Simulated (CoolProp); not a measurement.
Vapour-liquid equilibrium of m-xylene (1) + o-xylene (2) at 29.45 °C; x and y are mole fractions of (1).

Values from CoolProp's multi-fluid Helmholtz-energy mixture model, Zhou 2012 and Zhou 2012; pair parameters Bell 2016.

```tsv
x	bubble pressure (MPa)	y at the bubble point	dew pressure at overall composition x (MPa)	liquid density (mol/L)
0.05	?	0.060	0.001169	8.208
0.15	0.001198	?	?	8.193
0.25	0.001226	0.293	0.001216	8.177
0.35	0.001256	0.403	0.001241	8.162
0.45	0.001285	0.507	0.001269	8.147
0.55	?	0.605	0.001298	8.131
0.65	0.001344	0.699	0.001328	8.116
0.75	0.001372	0.789	0.001360	8.101
0.85	0.001400	0.875	0.001392	8.085
0.95	0.001426	0.959	0.001423	8.070
```

Q: What belongs in the gaps?

A: 
- 0.05, bubble pressure (MPa): 0.001172
- 0.15, y at the bubble point: 0.179
- 0.15, dew pressure at overall composition x (MPa): 0.001192
- 0.55, bubble pressure (MPa): 0.001315

No azeotrope shows between x = 0.05 and 0.95.

Pair parameters are fitted to limited data, so mixtures are less certain than the pure fluids.
